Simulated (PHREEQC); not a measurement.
Make-up at 20 °C: 0.016 mol/kgw CuSO4 and 0.00079 mol/kgw H2SO4. Closed to the air; pH follows from the charge balance.

The numbers come from PHREEQC with the ion-association model, phreeqc.dat.

The ionic strength comes out as 0.0437 mol/kgw. What activity coefficients do H+, HSO4-, SO4-2, Cu+2 get?

H+ 0.86, HSO4- 0.83, SO4-2 0.48, Cu+2 0.50.

Precipitation was switched off in this run.
